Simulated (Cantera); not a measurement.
An adiabatic, constant-volume homogeneous reactor starts with CO : H₂ : CH₄ : O₂ : N₂ = 1 : 0.13 : 0.049 : 2.07 : 7.79 (molar parts), at 950 K and 16.8 atm. Integrator tolerance rtol = 1e-08.

Detailed kinetics in Cantera: GRI-Mech 3.0 (53 species, 325 reactions). The pressure lies above the range GRI-Mech 3.0 was tuned for (to about 10 atm). Below about 1000 K GRI-Mech 3.0 lacks low-temperature oxidation paths.

Q: What does this change do: initial temperature 950 to 1575 K?

A: 
| quantity | before | after |
|---|---|---|
| time of steepest temperature rise | 26.6 ms | 3.62 µs |
| temperature at 0.700 s | 2068 K | 2543 K |
| equilibrium temperature | 2067 K | 2543 K |
| x(CO) at 0.700 s | 0.000107 (gas-phase equilibrium 0.000107) | 0.00250 (gas-phase equilibrium 0.00250) |
| x(H₂) at 0.700 s | 4.78e-6 (gas-phase equilibrium 4.78e-6) | 8.21e-5 (gas-phase equilibrium 8.21e-5) |
| x(CH₄) at 0.700 s | <1e-12 (gas-phase equilibrium <1e-12) | <1e-12 (gas-phase equilibrium <1e-12) |
| x(HCN) at 0.700 s | <1e-12 (gas-phase equilibrium <1e-12) | 4.29e-12 (gas-phase equilibrium 4.29e-12) |
| x(C₂H₆) at 0.700 s | <1e-12 (gas-phase equilibrium <1e-12) | <1e-12 (gas-phase equilibrium <1e-12) |
| x(HO₂) at 0.700 s | 2.92e-6 (gas-phase equilibrium 2.92e-6) | 1.09e-5 (gas-phase equilibrium 1.09e-5) |

Q: What does this change do: CH4 0.049 to 0.023 parts?

A: 
```csv
quantity,before,after
time of steepest temperature rise,26.6 ms,28.1 ms
temperature at 0.700 s,2068 K,2014 K
equilibrium temperature,2067 K,2013 K
x(CO) at 0.700 s,0.000107 (gas-phase equilibrium 0.000107),6.77e-5 (gas-phase equilibrium 6.69e-5)
x(H₂) at 0.700 s,4.78e-6 (gas-phase equilibrium 4.78e-6),2.49e-6 (gas-phase equilibrium 2.47e-6)
x(CH₄) at 0.700 s,<1e-12 (gas-phase equilibrium <1e-12),<1e-12 (gas-phase equilibrium <1e-12)
x(HCN) at 0.700 s,<1e-12 (gas-phase equilibrium <1e-12),<1e-12 (gas-phase equilibrium <1e-12)
x(C₂H₆) at 0.700 s,<1e-12 (gas-phase equilibrium <1e-12),<1e-12 (gas-phase equilibrium <1e-12)
x(HO₂) at 0.700 s,2.92e-6 (gas-phase equilibrium 2.92e-6),2.15e-6 (gas-phase equilibrium 2.13e-6)
```
